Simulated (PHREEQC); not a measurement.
# Brine: speciation

Make-up at 25 °C: 4.7 mol CaCl2, 0.055 mol MnCl2 and 0.18 mol MgCl2 per kg of water. Closed to the air; pH follows from the charge balance.

Equilibrium calculation in PHREEQC: Pitzer model, pitzer.dat.

This is a speciation only: nothing precipitates in the calculation.

**Question.** What pH does the model give?

**Answer.** pH 4.03.

In brines, pH and single-ion activities rest on the MacInnes convention.
